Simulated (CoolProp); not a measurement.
Properties of R113 along the isobar 0.532 MPa.

Model: reference Helmholtz-energy equation of state, Marx 1992, in CoolProp.

```
T (K)   phase  cv (kJ/(kg K))  speed of sound (m/s)  isothermal compressibility (1/MPa)  expansivity (1/kK)  fugacity coefficient
-----  ------  --------------  --------------------  ----------------------------------  ------------------  --------------------
348.5  liquid          0.7122                 541.3                            0.003234               1.859                0.4147
359.3  liquid          0.7208                 507.7                            0.003762               1.974                0.5414
370.2  liquid          0.7294                 473.6                            0.004438               2.116                0.6937
391.8     gas          0.7112                 121.1                               2.180               3.946                0.8931
402.6     gas          0.7153                 124.3                               2.140               3.643                0.9023
413.4     gas          0.7203                 127.2                               2.108               3.403                0.9104
424.3     gas          0.7258                 130.0                               2.082               3.203                0.9177
435.1     gas          0.7316                 132.7                               2.061               3.035                0.9242
445.9     gas          0.7375                 135.2                               2.042               2.889                0.9300
456.7     gas          0.7433                 137.6                               2.027               2.762                0.9353
467.5     gas          0.7491                 139.9                               2.014               2.649                0.9401
478.4     gas          0.7549                 142.2                               2.002               2.546                0.9444
489.2     gas          0.7604                 144.4                               1.991               2.454                0.9484
500       gas          0.7659                 146.5                               1.982               2.370                0.9520
```
